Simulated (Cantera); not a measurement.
Feed: 1 mol SiC, 0.31 mol N2O, 3.4 mol H2, held at 975 °C and 0.510 Pa.

Equilibrium computed with Cantera from the NASA thermochemical tables; the gas is ideal and each condensed phase is pure. Mutual solubility and eutectic melting of coexisting phases are not modelled. Rates play no part.

```tsv
species	before	after
H2	0.889	0.999
CO	0.0533	0.000542
N2	0.0555	0.000541
SiO	0.00226	2.98e-7
CH4	5.11e-9	0.000148
H	0.000195	4.05e-6
SiC(s), mol	0.796	0.384
Si2N2O(s), mol	0.0976	0.308
C(graphite), mol	0	0.614
```
Gas species are given as mole fractions.

**Question.** Which change was made?
(A) N2O from 0.31 to 2.1 mol
(B) H2 from 3.4 to 96 mol
(C) pressure from 0.510 Pa to 13.3 mbar
(D) temperature from 975 °C to 1875 °C

**Answer.** C, pressure from 0.510 Pa to 13.3 mbar
